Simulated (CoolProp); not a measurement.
A single-stage vapour-compression cycle with the fluid: evaporating at 200.15 K (dew point), condensing at 255.15 K (bubble point), superheat 2 K, subcooling 8 K, compressor efficiency 0.65, no pressure losses. The same conditions are run with several fluids, on thermodynamics alone (safety and materials aside).

Computed with CoolProp (reference Helmholtz-energy equation of state of each fluid (R143a: Lemmon and Jacobsen 2000; hydrogen sulfide: Lemmon 2006; R22: Kamei 1995; R13: Platzer 1990; ethylene: Smukala 2000)). The equations of Platzer and Polt are older, rougher fits.

| fluid | cooling COP | pressure ratio | discharge temperature (K) | refrigerating effect (kJ/kg) | volumetric capacity (kJ/m³) |
|---|---|---|---|---|---|
| R143a | 1.98 | 13.6 | 315.5 | 183 | 232 |
| hydrogen sulfide | 1.87 | 11.5 | 450.8 | 469 | 489 |
| R22 | 1.97 | 15.7 | 367.6 | 203 | 177 |
| R13 | 1.86 | 7.78 | 305.8 | 101 | 1030 |
| ethylene | 1.73 | 5.81 | 337.3 | 305 | 2570 |
